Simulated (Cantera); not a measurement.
Mixture: 4.91 % CH4, 20.0 % O2, 75.1 % N2, at 5.00 bar, adiabatic and at constant volume. Ignition delay is the time to a rise of 400 K.

Model: GRI-Mech 3.0 (53 species, 325 reactions), integrated in Cantera.

Question: Predict: delay at 1075 K; delay at 1175 K; delay at 1275 K; delay at 1375 K; apparent activation energy between 1325 and 1425 K.

Answer: 
| Item | Result |
|---|---|
| delay at 1075 K | 39.7 ms |
| delay at 1175 K | 9.53 ms |
| delay at 1275 K | 2.68 ms |
| delay at 1375 K | 0.858 ms |
| apparent activation energy between 1325 and 1425 K | 170 kJ/mol |
